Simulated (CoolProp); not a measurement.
Properties of n-octane along the isotherm 346.85 °C (Tc = 295.6 °C, pc = 2.484 MPa, ω = 0.398).

Computed with CoolProp (reference Helmholtz-energy equation of state, Beckmüller 2019).

| p (MPa) | phase | density (kg/m³) | cv (kJ/(kg K)) | Joule-Thomson coefficient (K/MPa) |
|---|---|---|---|---|
| 2.76 | supercritical | 93.61 | 2.959 | 9.648 |
| 5.52 | supercritical | 314.7 | 2.994 | 3.315 |
| 8.28 | supercritical | 382.3 | 2.959 | 1.050 |
| 11 | supercritical | 414.7 | 2.949 | 0.5272 |
| 13.8 | supercritical | 437.3 | 2.944 | 0.2827 |
| 16.6 | supercritical | 454.5 | 2.943 | 0.1424 |
| 19.3 | supercritical | 468.1 | 2.942 | 0.05371 |
| 22.1 | supercritical | 480.0 | 2.942 | -0.01153 |
| 24.8 | supercritical | 490.0 | 2.943 | -0.05845 |
